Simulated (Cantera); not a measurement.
A Cantera script and what it prints.

```python
import numpy as np
import cantera as ct

gas_names = """
    CL CL2 H HCL H2 Si SiCL SiCL2 SiCL3 SiCL4 SiH SiHCL3 SiH2 SiH2CL2 SiH3 SiH3CL SiH4 Si2 Si3
""".split()
cond_names = """
    Si(cr) Si(L)
""".split()


# ... load() reads the species with a 1 bar reference pressure and builds the phases ...
atoms = {
    'SiCl4': {'Si': 1, 'CL': 4},
    'Cl2': {'CL': 2},
    'H2': {'H': 2},
    'HCl': {'H': 1, 'CL': 1},
}
top_T = {}  # K; cautious upper limits of use, not melting points


# ... equilibrate(T, P, feed) seeds the gas with the atoms and calls Mixture.equilibrate('TP', solver="vcs", rtol=1e-11, max_steps=5000) ...
results = []
feed = {'SiCl4': 1, 'Cl2': 1.7, 'H2': 4.6, 'HCl': 0.51}  # mol
T = 923  # K
P = 101325  # Pa
mix = equilibrate(T, P, feed)
results.append((T, P, feed, dict(zip(mix.species_names, mix.species_moles))))
print(gas.report(threshold=1e-06))
for i in range(1, mix.n_phases):
    print(f"{mix.phase(i).name:16s} {mix.phase_moles(i):12.5e} mol")
```

Result:

```
       temperature   923 K
          pressure   1.0132e+05 Pa
           density   0.53807 kg/m^3
  mean mol. weight   40.753 kg/kmol
   phase of matter   gas

                          1 kg             1 kmol
                     ---------------   ---------------
          enthalpy       -2.6206e+06        -1.068e+08  J
   internal energy       -2.8089e+06       -1.1447e+08  J
           entropy            5792.2        2.3605e+05  J/K
    Gibbs function       -7.9668e+06       -3.2467e+08  J
 heat capacity c_p            988.41             40281  J/K
 heat capacity c_v            784.39             31966  J/K

                      mass frac. Y      mole frac. X     chem. pot. / RT
                     ---------------   ---------------   ---------------
               HCL           0.44818           0.50098           -36.786
                H2          0.018352           0.37098           -18.288
             SiCL3        1.0779e-05        3.2675e-06           -105.91
             SiCL4           0.53234            0.1277           -133.55
            SiHCL3         0.0011202        0.00033705           -115.05
     [  +14 minor]        2.2429e-07         9.084e-08

Si(cr)            0.00000e+00 mol
```

Equilibrium computed with Cantera from the NASA thermochemical tables; the gas is ideal and each condensed phase is pure.
